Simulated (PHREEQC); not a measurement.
Dissolve 5.1 mmol/kgw ZnSO4 at 25 °C. Closed to the air; pH follows from the charge balance.

All values are PHREEQC results (ion-association model, phreeqc.dat), not measurements.

Problem. The ionic strength comes out as 0.0152 mol/kgw. What activity coefficients do ZnOH+, SO4-2, Zn(SO4)2-2, Zn+2, H+ get?

Solution. ZnOH+ 0.88, SO4-2 0.62, Zn(SO4)2-2 0.61, Zn+2 0.62, H+ 0.90.

No solid was allowed to form.
